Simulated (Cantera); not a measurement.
A closed system holds: 1 mol SiH₂Cl₂, 0.32 mol HCl, 140 mol N₂, at 600 °C and 0.0120 bar.

Cantera equilibrium calculation (NASA polynomials, part measured and part estimated; ideal gas, pure solids and liquids). Candidate condensed phases: NH₄Cl, Si, Si₃N₄; 28 gas species. N₂ is the only nitrogen source here; it is nearly inert below about 1500 K, so the nitride shown seldom forms there in practice. Rates play no part.

Base state: N₂ 0.985, HCl 0.0127, H₂ 0.00186, SiCl₄ 0.000931 (mole fractions); condensed: Si₃N₄(s).

### Question
What changes in the equilibrium state with this change: temperature from 600 °C to 1550 °C?

### Answer
| species | before | after |
|---|---|---|
| N₂ | 0.985 | 0.983 |
| H₂ | 0.00186 | 0.00620 |
| SiCl₂ | 1.73e-9 | 0.00620 |
| HCl | 0.0127 | 0.00358 |
| Si | <1e-9 | 0.000368 |
| H | <1e-9 | 0.000311 |
| Si₃N₄(s), mol | 0.289 | 0 |
| Si(l), mol | 0 | 0.0322 |
The tables' values for SiCl, SiN, SiCl₃ are old estimates; treat these amounts as uncertain.
